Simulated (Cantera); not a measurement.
A diamond (100) surface in a fixed gas of H2 with x(CH4) = 0.01, x(H) = 0.016, x(CH3) = 4.6e-05, 0.0138 atm; coverages are run to steady state.

Cantera simulation using the Harris–Goodwin 1993 mechanism for the reconstructed diamond (100) surface; the numbers are that mechanism's predictions, not measurements.

One state of this run: growth (µm/h) = 0.215; θ c6HH = 0.438; θ c6H* = 0.0385; θ c6*H = 0.492; θ c6** = 0.0307; θ c6HM = 0.000189. θ: site fractions in the mechanism's names (c6HH fully hydrogenated, c6H* and c6*H radical sites, c6** diradical, c6HM methylated).

**Question.** Which value of T (K) does it belong to?
A) 1200
B) 1350
C) 1275
D) 1050

**Answer.** A, 1200
